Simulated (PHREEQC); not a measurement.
Make-up at 25 °C: 14 mmol/kgw NiSO4, 37 mmol/kgw ZnCl2 and 4.9 mmol/kgw NaCl. Closed to the air; pH follows from the charge balance.

Equilibrium calculation in PHREEQC: ion-association model, wateq4f.dat.

Question: The ionic strength comes out as 0.137 mol/kgw. What activity coefficients do Na+, ZnCl3-, H+, SO4-2, NiCl+ get?

Answer: Na+ 0.76, ZnCl3- 0.75, H+ 0.81, SO4-2 0.33, NiCl+ 0.76.

Precipitation was switched off in this run. Complexes and solids missing from the database can't appear.
